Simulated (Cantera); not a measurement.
A perfectly stirred reactor is fed with H₂ : O₂ : N₂ = 1 : 0.562 : 2.25 (molar parts), equivalence ratio 0.89, at 10.0 bar; it is adiabatic with a 325 K inlet, and is followed from long to short residence time, starting on the burning branch (τ in s: 0.083, 0.04, 0.019, 0.0092, 0.0044, 0.0021, 0.001, 0.00049, 0.00024, 0.00011, 5.5e-05, 2.7e-05).

Cantera simulation using the H2/O2 subset of GRI-Mech 3.0, which has no nitrogen chemistry; the numbers are that mechanism's predictions, not measurements. The hydrogen kinetics of GRI-Mech 3.0 are dated; newer H2 mechanisms differ, most at raised pressure.

x: mole fraction; the columns are a selection and need not sum to one.

```
τ (s)    T (K)     x H₂    x O₂     x OH       x H    x HO₂
-------  -----  -------  ------  -------  --------  -------
0.083     2281  0.00133  0.0184  0.00364  0.000104  3.83e-6
0.040     2281  0.00136  0.0184  0.00366  0.000106  3.87e-6
0.019     2281  0.00142  0.0184  0.00370  0.000112  3.95e-6
0.0092    2279  0.00153  0.0184  0.00379  0.000123  4.12e-6
0.0044    2277  0.00174  0.0185  0.00394  0.000146        …
0.0021    2273  0.00216  0.0186  0.00423  0.000194        …
0.0010    2265  0.00289  0.0188  0.00469  0.000289        …
0.00049   2254  0.00403  0.0192  0.00535  0.000467        …
0.00024   2236  0.00576  0.0198  0.00620  0.000794        …
0.00011   2207  0.00850  0.0209  0.00731   0.00145        …
5.5e-5    2170   0.0118  0.0222  0.00838   0.00246        …
2.7e-5    2119   0.0163  0.0242  0.00944   0.00414        …
```

### Question
What belongs in the gaps?

### Answer

- 0.0044, x HO₂: 4.46e-6
- 0.0021, x HO₂: 5.13e-6
- 0.0010, x HO₂: 6.45e-6
- 0.00049, x HO₂: 8.75e-6
- 0.00024, x HO₂: 1.27e-5
- 0.00011, x HO₂: 2.01e-5
- 5.5e-5, x HO₂: 3.07e-5
- 2.7e-5, x HO₂: 4.76e-5
